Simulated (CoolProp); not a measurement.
The fluid at 426.24 K and 0.246 MPa flows at 15 m/s in a round tube of 50 mm bore and 1.5 µm roughness, fully developed (64/Re and Nu = 3.66 if laminar; Colebrook and Gnielinski if turbulent). The same conditions are run with several fluids, on thermodynamics alone (safety and materials aside).

Computed with CoolProp (reference Helmholtz-energy equation of state of each fluid (C3F8 (R218): Lemmon 2006; R141b: Lemmon 2006; ethane: Bücker 2006; R143a: Lemmon and Jacobsen 2000; sulfur hexafluoride: Guder 2009)).

Problem. Rank C3F8 (R218), R141b, ethane, R143a, sulfur hexafluoride by Reynolds number, highest first.

Solution. C3F8 (R218) (563000), R141b (473000), sulfur hexafluoride (367000), R143a (282000), ethane (122000)

```
fluid                Darcy friction factor  pressure drop (Pa/m)  heat-transfer coefficient (W/(m² K))  mass flow (kg/h)
-------------------  ---------------------  --------------------  ------------------------------------  ----------------
C3F8 (R218)                         0.0133                   397                                   354              1400
R141b                               0.0137                   258                                   238               886
ethane                              0.0175                  82.4                                   176               223
R143a                               0.0149                   198                                   225               626
sulfur hexafluoride                 0.0143                   328                                   247              1080
```

Transport values come from each fluid's own correlations; those of C3F8 (R218), R141b, R143a are estimates that may be off by 10 % or more.
